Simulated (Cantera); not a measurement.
## Thermodynamics of chlorosilane synthesis and conversion, feed SiCl4 + Cl2 + H2

Charge: 1 mol SiCl4, 0.58 mol Cl2, 0.83 mol H2, equilibrated at 1.00 bar.

These are equilibrium values from Cantera (NASA tables, ideal gas, pure condensed phases), not measurements of a reactor. Candidate condensed phases: Si; 19 gas species. The tables' values for SiCl3 are old estimates; treat these amounts as uncertain. Kinetics and transport are ignored.

From 825 °C to 1125 °C nothing is condensed. The main Si-bearing gas is SiCl4 throughout.

```json
[
 {"T (°C)": "825", "log p HCl": "-0.32", "log p SiCl4": "-0.38", "log p H2": "-0.99", "log p SiCl3": "-3.66", "log p SiHCl3": "-2.89", "log p SiCl2": "-5.79"},
 {"T (°C)": "850", "log p HCl": "-0.32", "log p SiCl4": "-0.38", "log p H2": "-0.99", "log p SiCl3": "-3.48", "log p SiHCl3": "-2.82", "log p SiCl2": "-5.48"},
 {"T (°C)": "875", "log p HCl": "-0.32", "log p SiCl4": "-0.38", "log p H2": "-0.99", "log p SiCl3": "-3.30", "log p SiHCl3": "-2.76", "log p SiCl2": "-5.18"},
 {"T (°C)": "900", "log p HCl": "-0.32", "log p SiCl4": "-0.39", "log p H2": "-0.99", "log p SiCl3": "-3.14", "log p SiHCl3": "-2.70", "log p SiCl2": "-4.90"},
 {"T (°C)": "925", "log p HCl": "-0.31", "log p SiCl4": "-0.39", "log p H2": "-1.00", "log p SiCl3": "-2.98", "log p SiHCl3": "-2.64", "log p SiCl2": "-4.63"},
 {"T (°C)": "950", "log p HCl": "-0.31", "log p SiCl4": "-0.39", "log p H2": "-1.00", "log p SiCl3": "-2.83", "log p SiHCl3": "-2.58", "log p SiCl2": "-4.37"},
 {"T (°C)": "975", "log p HCl": "-0.31", "log p SiCl4": "-0.39", "log p H2": "-1.00", "log p SiCl3": "-2.68", "log p SiHCl3": "-2.53", "log p SiCl2": "-4.12"},
 {"T (°C)": "1000", "log p HCl": "-0.31", "log p SiCl4": "-0.39", "log p H2": "-1.01", "log p SiCl3": "-2.55", "log p SiHCl3": "-2.48", "log p SiCl2": "-3.88"},
 {"T (°C)": "1025", "log p HCl": "-0.31", "log p SiCl4": "-0.39", "log p H2": "-1.01", "log p SiCl3": "-2.41", "log p SiHCl3": "-2.44", "log p SiCl2": "-3.66"},
 {"T (°C)": "1050", "log p HCl": "-0.31", "log p SiCl4": "-0.39", "log p H2": "-1.02", "log p SiCl3": "-2.29", "log p SiHCl3": "-2.39", "log p SiCl2": "-3.45"},
 {"T (°C)": "1075", "log p HCl": "-0.31", "log p SiCl4": "-0.40", "log p H2": "-1.02", "log p SiCl3": "-2.17", "log p SiHCl3": "-2.36", "log p SiCl2": "-3.25"},
 {"T (°C)": "1100", "log p HCl": "-0.31", "log p SiCl4": "-0.40", "log p H2": "-1.03", "log p SiCl3": "-2.06", "log p SiHCl3": "-2.32", "log p SiCl2": "-3.05"},
 {"T (°C)": "1125", "log p HCl": "-0.30", "log p SiCl4": "-0.40", "log p H2": "-1.04", "log p SiCl3": "-1.95", "log p SiHCl3": "-2.29", "log p SiCl2": "-2.87"}
]
```
log p: log10 of the partial pressure in bar; nothing condenses.
